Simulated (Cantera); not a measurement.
What does this Cantera script print?

```python
import numpy as np
import cantera as ct

gas_names = """
    H HNO HNO2 HNO3 HO2 H2 H2O H2O2 N NH NH2 NH3 NH2OH NO NO2 NO3 N2 N2H2 N2H4 N2O O OH O2 O3 Zr ZrN ZrO
    ZrO2
""".split()
cond_names = """
    H2O(s) H2O(L) Zr(a) Zr(b) Zr(L) ZrN(s) ZrN(L) ZrO2(a) ZrO2(b) ZrO2(L)
""".split()


def load(file, names, dense=False):
    # The tables refer to 1 bar. Condensed volumes are neglected.
    table = {s.name: s for s in ct.Species.list_from_file(file)}
    out = []
    for n in names:
        d = dict(table[n].input_data)
        d["thermo"] = dict(d["thermo"], **{"reference-pressure": 1e5})
        if dense:
            d["equation-of-state"] = {"model": "constant-volume", "density": "1e6 g/cm^3"}
        out.append(ct.Species.from_dict(d))
    return out


gas = ct.Solution(thermo="ideal-gas", species=load("nasa_gas.yaml", gas_names))
cond = {s.name: ct.Solution(thermo="fixed-stoichiometry", species=[s], name=s.name)
        for s in load("nasa_condensed.yaml", cond_names, dense=True)}
atoms = {
    'Zr': {'Zr': 1},
    'N2O': {'N': 2, 'O': 1},
    'H2O': {'H': 2, 'O': 1},
}
top_T = {}  # K; cautious upper limits of use, not melting points


def equilibrate(T, P, feed):
    n = {}
    for name, mol in feed.items():
        for a, k in atoms[name].items():
            n[a] = n.get(a, 0.0) + k * mol
    gas.TPX = T, P, n
    mass = sum(n.values()) * gas.mean_molecular_weight
    gas.equilibrate("TP")
    valid = [c for c in cond.values() if c.min_temp <= T <= top_T.get(c.name, c.max_temp)]
    mix = ct.Mixture([(gas, mass / gas.mean_molecular_weight)] + [(c, 0.0) for c in valid])
    mix.T, mix.P = T, P
    mix.equilibrate("TP", solver="vcs", rtol=1e-11, max_steps=5000)
    return mix


results = []
T = 2675  # K
P = 10000  # Pa
for m in [0.29, 0.41, 0.58, 0.82, 1.2, 1.7, 2.4, 3.4, 4.8, 6.8]:
    feed = {'Zr': 1, 'N2O': m, 'H2O': 1.9}  # mol
    mix = equilibrate(T, P, feed)
    results.append((T, P, feed, dict(zip(mix.species_names, mix.species_moles))))

top = {s: max(r[3][s] / sum(r[3][g] for g in gas_names) for r in results) for s in gas_names}
cols = sorted((s for s in top if top[s] > 1e-06), key=lambda s: -top[s])[:8]
seen = [c for c in cond_names if any(r[3].get(c, 0) > 1e-12 for r in results)]
print("log10 of partial pressures in bar; condensed amounts in mol")
print(f"{'n(N2O)':>10s}" + "".join(f"{s[:9]:>10s}" for s in cols + seen))
for T, P, feed, n in results:
    ng = sum(n[g] for g in gas_names)
    print(f"{feed['N2O']:10.4g}" + "".join(f"{np.log10(max(n[s] / ng * P / 1e5, 1e-99)):10.3f}" for s in cols)
          + "".join(f"{n.get(c, 0):10.4g}" for c in seen))
```

Output:

```
log10 of partial pressures in bar; condensed amounts in mol
    n(N2O)        H2        N2       H2O        O2         H        OH         O        NO   ZrO2(b)
      0.29    -1.178    -1.909    -2.118    -5.641    -1.876    -3.418    -4.309    -4.898    0.9999
      0.41    -1.233    -1.781    -1.929    -5.155    -1.904    -3.202    -4.066    -4.591    0.9999
      0.58    -1.313    -1.660    -1.772    -4.682    -1.943    -3.005    -3.830    -4.294    0.9999
      0.82    -1.432    -1.549    -1.642    -4.183    -2.003    -2.815    -3.580    -3.989    0.9999
       1.2    -1.640    -1.441    -1.531    -3.546    -2.107    -2.600    -3.262    -3.617    0.9999
       1.7    -1.940    -1.363    -1.487    -2.857    -2.257    -2.406    -2.917    -3.233    0.9998
       2.4    -2.262    -1.314    -1.539    -2.317    -2.418    -2.297    -2.647    -2.939    0.9998
       3.4    -2.516    -1.283    -1.648    -2.026    -2.545    -2.279    -2.502    -2.778    0.9997
       4.8    -2.728    -1.261    -1.779    -1.866    -2.651    -2.304    -2.422    -2.687    0.9997
       6.8    -2.922    -1.245    -1.924    -1.766    -2.748    -2.352    -2.372    -2.629    0.9995
```

Method: chemical equilibrium by Gibbs-energy minimisation in Cantera with the NASA 1993 tables (ideal gas, pure condensed phases).
